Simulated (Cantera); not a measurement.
**Halide evaporation, hydrolysis and transport: BaF2 + H2O + N2 + H2**

Input: 1 mol BaF2, 4.8 mol H2O, 4.6 mol N2, 0.44 mol H2, held at 600 Pa.

Cantera equilibrium calculation (NASA polynomials, part measured and part estimated; ideal gas, pure solids and liquids). Candidate condensed phases: Ba, BaF2, BaO, Ba(OH)2, H2O; 45 gas species. Mutual solubility and eutectic melting of coexisting phases are not modelled. Rates play no part.

At 1650 K the condensed part is BaF2(l) + BaO(s). From 1700 K to 2000 K the condensed part is BaO(s). At 2050 K nothing is condensed. The main Ba-bearing gas is BaF2 throughout. The share of Ba in condensed phases is highest at 1650 K (27.5 %) and lowest at 2050 K (0.0 %).

```csv
T (K),x N2,x H2O,x BaF2,x H2,x HF,x Ba(OH)2,n BaF2(l),n BaO(s)
1650,0.428,0.427,0.0657,0.0407,0.0368,0.00139,0.0942,0.180
1700,0.424,0.422,0.0730,0.0401,0.0377,0.00192,0,0.179
1750,0.424,0.421,0.0732,0.0399,0.0369,0.00261,0,0.165
1800,0.424,0.420,0.0732,0.0397,0.0362,0.00350,0,0.148
1850,0.423,0.419,0.0731,0.0395,0.0355,0.00460,0,0.128
1900,0.422,0.417,0.0729,0.0393,0.0349,0.00593,0,0.102
1950,0.421,0.413,0.0724,0.0394,0.0341,0.00752,0,0.0704
2000,0.420,0.408,0.0716,0.0401,0.0333,0.00936,0,0.0308
2050,0.418,0.400,0.0700,0.0417,0.0336,0.0106,0,0
```
x: gas mole fraction; n: condensed amount in mol.
